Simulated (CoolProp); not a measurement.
n-undecane along the isotherm 346.85 °C: density (kg/m³) from the reference equation and from simpler models built on Tc = 365.7 °C, pc = 1990 kPa, ω = 0.539; each cubic takes its own stable root.

The numbers come from the reference Helmholtz-energy equation of state, Aleksandrov 2011 in CoolProp. It is a short technical equation, of lower accuracy than the large ones.

```csv
p (kPa),phase,reference
553,gas,19.29
1110,gas,47.96
1660,liquid,395.5
2210,liquid,414.8
2760,liquid,427.6
3320,liquid,437.5
3870,liquid,445.6
4420,liquid,452.4
4980,liquid,458.6
```

Question: How far does each simpler model (Redlich-Kwong, Peng-Robinson) lie from the reference over these 9 states: mean and median of the absolute difference, and the worst?

Answer: 
- Redlich-Kwong: mean 23.7 %, median 20.2 %, worst -75.7 % at 346.85 °C and 1660 kPa
- Peng-Robinson: mean 8.4 %, median 8.5 %, worst -16.4 % at 346.85 °C and 1660 kPa

At some of these states Redlich-Kwong gives the other phase, because its saturation line lies elsewhere.
